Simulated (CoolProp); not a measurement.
Chloromethane (R40) along the isobar 0.89 MPa: density (kg/m³) from the reference equation and from simpler models built on Tc = 145.5 °C, pc = 6.929 MPa, ω = 0.150; each cubic takes its own stable root.

The numbers come from the reference Helmholtz-energy equation of state, Thol 2014 in CoolProp.

```
T (°C)   phase  reference
------  ------  ---------
20.95   liquid      920.8
35.65   liquid      890.0
50.35      gas      19.11
65.05      gas      17.86
79.75      gas      16.82
94.45      gas      15.93
109.15     gas      15.15
123.95     gas      14.45
138.65     gas      13.84
153.35     gas      13.28
168.05     gas      12.77
182.75     gas      12.30
197.45     gas      11.87
212.15     gas      11.47
226.85     gas      11.10
```

Q: How far does each simpler model (van der Waals, Soave-Redlich-Kwong, Peng-Robinson) lie from the reference over these 15 states: mean and median of the absolute difference, and the worst?

A: 
- van der Waals: mean 14.5 %, median 1.4 %, worst -97.9 % at 35.65 °C and 0.89 MPa
- Soave-Redlich-Kwong: mean 1.7 %, median 0.5 %, worst -8.4 % at 35.65 °C and 0.89 MPa
- Peng-Robinson: mean 0.9 %, median 0.3 %, worst +4.2 % at 20.95 °C and 0.89 MPa

At some of these states van der Waals gives the other phase, because its saturation line lies elsewhere.
